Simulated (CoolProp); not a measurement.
Vapour-liquid equilibrium of n-pentane (1) + the fluoroketone C6F12O (FK-5-1-12) (2) at 355.8 K; x and y are mole fractions of (1).

Values from CoolProp's multi-fluid Helmholtz-energy mixture model, Thol 2019 and McLinden 2015; pair parameters Bell 2016.

```tsv
x	bubble pressure, mixture model (MPa)	bubble pressure, Raoult's law (MPa)	y, mixture model	y, Raoult's law
0.05	0.3191	0.2907	0.135	0.068
0.125	0.3668	0.2988	0.288	0.165
0.2	0.4075	0.3069	0.397	0.256
0.275	0.4395	0.3150	0.474	0.344
0.35	0.4627	0.3231	0.530	0.426
0.425	0.4783	0.3313	0.572	0.505
0.5	0.4878	0.3394	0.603	0.580
0.575	0.4930	0.3475	0.630	0.651
0.65	0.4948	0.3556	0.654	0.719
0.725	0.4933	0.3637	0.680	0.784
0.8	0.4869	0.3718	0.716	0.847
0.875	0.4709	0.3800	0.771	0.906
0.95	0.4359	0.3881	0.874	0.963
```

The largest gap from Raoult's law is +44.4 % in bubble pressure, at x = 0.425. y crosses x between x = 0.65 and 0.725: the model has an azeotrope there.

Pair parameters are fitted to limited data, so mixtures are less certain than the pure fluids.
